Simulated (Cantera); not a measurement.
Input (Python, Cantera) and output of one run.

```python
import numpy as np
import cantera as ct

gas_names = """
    CL CL2 H HCL H2 N NH NH2 NH3 N2 N2H2 N2H4 Si SiCL SiCL2 SiCL3 SiCL4 SiH SiHCL3 SiH2 SiH2CL2 SiH3
    SiH3CL SiH4 SiN Si2 Si2N Si3
""".split()
cond_names = """
    NH4CL(a) NH4CL(b) Si(cr) Si(L) Si3N4(a)
""".split()


# ... load() reads the species with a 1 bar reference pressure and builds the phases ...
atoms = {
    'SiCl4': {'Si': 1, 'CL': 4},
    'HCl': {'H': 1, 'CL': 1},
    'N2': {'N': 2},
}
top_T = {'Si3N4(a)': 2400}  # K; cautious upper limits of use, not melting points


# ... equilibrate(T, P, feed) seeds the gas with the atoms and calls Mixture.equilibrate('TP', solver="vcs", rtol=1e-11, max_steps=5000) ...
results = []
T = 1575  # K
P = 7200  # Pa
for m in [7.9, 9.9, 12, 16, 20, 25, 31, 39, 50, 62]:
    feed = {'SiCl4': 1, 'HCl': 0.95, 'N2': m}  # mol
    mix = equilibrate(T, P, feed)
    results.append((T, P, feed, dict(zip(mix.species_names, mix.species_moles))))

top = {s: max(r[3][s] / sum(r[3][g] for g in gas_names) for r in results) for s in gas_names}
cols = sorted((s for s in top if top[s] > 1e-05), key=lambda s: -top[s])[:7]
seen = [c for c in cond_names if any(r[3].get(c, 0) > 1e-12 for r in results)]
print("log10 of partial pressures in bar; condensed amounts in mol")
print(f"{'n(N2)':>10s}" + "".join(f"{s[:9]:>10s}" for s in cols + seen))
for T, P, feed, n in results:
    ng = sum(n[g] for g in gas_names)
    print(f"{feed['N2']:10.4g}" + "".join(f"{np.log10(max(n[s] / ng * P / 1e5, 1e-99)):10.3f}" for s in cols)
          + "".join(f"{n.get(c, 0):10.4g}" for c in seen))
```

It prints:

```
log10 of partial pressures in bar; condensed amounts in mol
     n(N2)        N2     SiCL4       HCL        CL     SiCL3     SiCL2       CL2
       7.9    -1.240    -2.152    -2.160    -3.601    -3.648    -4.725    -5.153
       9.9    -1.222    -2.234    -2.240    -3.638    -3.692    -4.732    -5.227
        12    -1.209    -2.306    -2.311    -3.671    -3.731    -4.739    -5.293
        16    -1.194    -2.418    -2.420    -3.722    -3.792    -4.749    -5.394
        20    -1.184    -2.507    -2.508    -3.762    -3.842    -4.758    -5.475
        25    -1.176    -2.599    -2.597    -3.803    -3.892    -4.768    -5.557
        31    -1.170    -2.688    -2.684    -3.843    -3.942    -4.777    -5.637
        39    -1.165    -2.786    -2.778    -3.886    -3.996    -4.789    -5.723
        50    -1.160    -2.893    -2.881    -3.933    -4.056    -4.802    -5.817
        62    -1.157    -2.987    -2.972    -3.974    -4.109    -4.814    -5.899
```

Equilibrium computed with Cantera from the NASA thermochemical tables; the gas is ideal and each condensed phase is pure. The tables' values for SiCl3 are old estimates; treat these amounts as uncertain.
